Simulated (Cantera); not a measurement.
Charge: 1 mol Ti, 0.22 mol O₂, 270 mol H₂, held at 0.350 bar.

These are equilibrium values from Cantera (NASA tables, ideal gas, pure condensed phases), not measurements of a reactor. Candidate condensed phases: H₂O, Ti, TiO, TiO₂, Ti₂O₃, Ti₃O₅, Ti₄O₇; 12 gas species. Mutual solubility and eutectic melting of coexisting phases are not modelled. TiO: taken at fixed stoichiometry. Condensed phases not in the tables: N, O or C dissolved in the metal. The numbers say what is thermodynamically allowed, not how fast it happens. All values below are at 1923 K.

Base state: H₂ 0.998, H 0.00159 (mole fractions); condensed: Ti(β) + TiO(s).

Problem. What changes in the equilibrium state with this change: pressure from 0.350 bar to 33.0 mbar?

Solution. 
```tsv
species	before	after
H₂	0.998	0.995
H	0.00159	0.00517
Ti	9.77e-6	0.000104
Ti(β), mol	0.558	0.532
TiO(s), mol	0.440	0.438
```
